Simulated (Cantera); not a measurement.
Feed: 1 mol toluene, 0.03 mol O₂, 40 mol H₂, at 2127 °C.

Method: chemical equilibrium by Gibbs-energy minimisation in Cantera with the NASA 1993 tables (ideal gas, pure condensed phases). Candidate condensed phases: C, C₆H₆, C₇H₈, C₈H₁₈, H₂O; 110 gas species. The ideal-gas law is rough above about 30 bar. Kinetics and transport are ignored.

x: gas mole fraction; n: condensed amount in mol.

| P (Pa) | x H₂ | x H | x CH₄ | x C₂H₂ (acetylene) | n C(graphite) |
|---|---|---|---|---|---|
| 10 | 0.231 | 0.765 | 9.49e-10 | 0.00161 | 6.41 |
| 56 | ? | ? | ? | ? | 6.46 |
| 320 | ? | ? | ? | ? | 6.40 |
| 1800 | 0.881 | 0.111 | 2.48e-6 | 0.00614 | 6.36 |
| 10000 | 0.943 | 0.0489 | 1.58e-5 | 0.00658 | 6.34 |
| 56000 | 0.971 | 0.0209 | 9.38e-5 | 0.00677 | 6.33 |
| 320000 | 0.982 | 0.00881 | 0.000549 | 0.00685 | 6.30 |
| 1800000 | 0.985 | 0.00372 | 0.00310 | 0.00686 | 6.17 |
| 10000000 | 0.972 | 0.00157 | 0.0168 | 0.00678 | 5.53 |

What belongs in the gaps?


- 320, x H₂: 0.750
- 320, x H: 0.244
- 320, x CH₄: 3.20e-7
- 320, x C₂H₂ (acetylene): 0.00523
- 56, x H₂: 0.513
- 56, x H: 0.482
- 56, x CH₄: 2.62e-8
- 56, x C₂H₂ (acetylene): 0.00358
